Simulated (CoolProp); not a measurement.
A simple Rankine cycle with cyclopentane: condensing at 326.15 K, boiler at 0.845 MPa, turbine inlet 549 K, turbine efficiency 0.8, pump efficiency 0.8, no recuperator. Each further row changes one setting.

The numbers come from the reference Helmholtz-energy equation of state, Gedanitz 2015 in CoolProp.

```csv
case,thermal efficiency (%),net work (kJ/kg),heat in (kJ/kg),turbine exit temperature (K),volume ratio over the turbine
as stated,11.9,94.7,793,502.2,7.07
condensing temperature 318.15 K,13.2,107,809,496.4,9.11
boiler pressure 0.591 MPa,9.9,79.3,797,511.1,4.95
turbine efficiency 0.7,10.4,82.7,793,507.7,7.15
```
